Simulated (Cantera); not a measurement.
Feed: 1 mol HCl, 3.1 mol O2, equilibrated at 1900 K.

Equilibrium computed with Cantera from the NASA thermochemical tables; the gas is ideal and each condensed phase is pure. Candidate condensed phases: H2O; 14 gas species. The numbers say what is thermodynamically allowed, not how fast it happens.

### Question
At 2.80 mbar, list the 4 most abundant gas species with their mole fractions, and the condensed phases.

### Answer
O2 0.700, HCl 0.124, Cl 0.112, H2O 0.0533. Condensed: gas only.
